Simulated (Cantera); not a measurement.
A freely propagating, adiabatic, planar premixed flame of CH₄ : O₂ : N₂ = 1 : 2.7 : 10.8 (molar parts), equivalence ratio 0.74, unburnt at 525 K and 0.200 bar; mixture-averaged transport, grid criteria slope 0.08 and curve 0.16, no radiation.

Computed with Cantera and GRI-Mech 3.0 (53 species, 325 reactions). Burning velocities carry a grid error of a few per cent, more on coarse grids.

**Question.** How do the results move with these cheaper or finer settings: unity-Lewis-number transport; multicomponent transport; multicomponent+Soret transport; grid criteria slope 0.5, curve 1; grid criteria slope 0.25, curve 0.5; grid criteria slope 0.03, curve 0.06?

**Answer.** 
| setting | laminar burning velocity | thermal thickness | peak x(CH₂) | peak x(HCN) | grid points |
|---|---|---|---|---|---|
| as above | 102 cm/s | 1.70 mm | 2.24e-5 | 4.40e-7 | 140 |
| unity-Lewis-number transport | 75.6 cm/s | 1.88 mm | 1.88e-5 | 3.77e-7 | 129 |
| multicomponent transport | 102 cm/s | 1.72 mm | 2.25e-5 | 4.43e-7 | 140 |
| multicomponent+Soret transport | 100 cm/s | 1.72 mm | 2.20e-5 | 4.30e-7 | 140 |
| grid criteria slope 0.5, curve 1 | 112 cm/s | 1.93 mm | 2.12e-5 | 4.20e-7 | 46 |
| grid criteria slope 0.25, curve 0.5 | 105 cm/s | 1.79 mm | 2.21e-5 | 4.32e-7 | 69 |
| grid criteria slope 0.03, curve 0.06 | 100 cm/s | 1.69 mm | 2.24e-5 | 4.40e-7 | 335 |
The base run took about 27 core-seconds (a rough figure).
Unity Lewis numbers drop preferential diffusion, which matters most where H2 and H carry the flame; Soret adds thermal diffusion.
